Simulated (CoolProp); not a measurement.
Values from CoolProp's reference Helmholtz-energy equation of state, Thol 2018.

**Question.** For hydrogen chloride, give the phase and the density (kg/m³), cv (kJ/(kg K)), fugacity coefficient at 21.35 °C and 1560 kPa; 21.35 °C and 3120 kPa; 21.35 °C and 7790 kPa.

**Answer.** 
- 21.35 °C and 1560 kPa: gas; density 25.9, cv 0.660, fugacity coefficient 0.906
- 21.35 °C and 3120 kPa: gas; density 60.2, cv 0.785, fugacity coefficient 0.813
- 21.35 °C and 7790 kPa: liquid; density 861, cv 0.894, fugacity coefficient 0.439
